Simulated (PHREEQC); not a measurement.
Dissolve 6.1 mmol/kgw NiCl2, 130 mmol/kgw KCl and 0.17 mmol/kgw MnSO4 at 25 °C. Closed to the air; pH follows from the charge balance.

All values are PHREEQC results (ion-association model, wateq4f.dat), not measurements.

```json
{
  "pH": "6.28",
  "ionic_strength": "0.147 mol/kgw"
}
```

```json
[
 {"species": "Cl-", "molality": "0.141", "activity": "0.104", "log γ": "-0.134"},
 {"species": "K+", "molality": "0.130", "activity": "0.0956", "log γ": "-0.134"},
 {"species": "Ni+2", "molality": "0.00531", "activity": "0.00178", "log γ": "-0.475"},
 {"species": "NiCl+", "molality": "0.000609", "activity": "0.000463", "log γ": "-0.119"},
 {"species": "NiCl2", "molality": "0.000169", "activity": "0.000175", "log γ": "0.015"},
 {"species": "Mn+2", "molality": "0.000141", "activity": "5.04e-5", "log γ": "-0.446"},
 {"species": "SO4-2", "molality": "0.000121", "activity": "3.97e-5", "log γ": "-0.486"},
 {"species": "KSO4-", "molality": "3.49e-5", "activity": "2.67e-5", "log γ": "-0.116"},
 {"species": "MnCl+", "molality": "2.81e-5", "activity": "2.13e-5", "log γ": "-0.120"},
 {"species": "NiSO4", "molality": "1.33e-5", "activity": "1.38e-5", "log γ": "0.015"}
]
```

Precipitation was switched off in this run. Complexes and solids missing from the database can't appear.
